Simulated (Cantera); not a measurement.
# Thermodynamics of iron carbonyl, mercury and lead vapours, feed Fe(CO)5 + H2

Feed: 1 mol Fe(CO)5, 0.77 mol H2, equilibrated at 1475 K and 1.00 Torr.

Equilibrium computed with Cantera from the NASA thermochemical tables; the gas is ideal and each condensed phase is pure. Candidate condensed phases: C, C6H6, C7H8, C8H18, Fe, Fe(CO)5, FeO, Fe(OH)2, Fe(OH)3, Fe2O3, Fe3O4, H2O; 114 gas species. Rates play no part.

| Item | Result |
|---|---|
| x(CO) | 0.866 |
| x(H2) | 0.133 |
| x(H) | 0.000130 |
| x(Fe) | 6.55e-5 |
| n(Fe(γ)) | 1.000 mol |
| gas amount | 5.771 mol |
| log10 activity of C(graphite) (absent) | -0.07 |
| log10 activity of Fe(OH)2(s) (absent) | -20.01 |
| log10 activity of Fe(OH)3(s) (absent) | -32.30 |
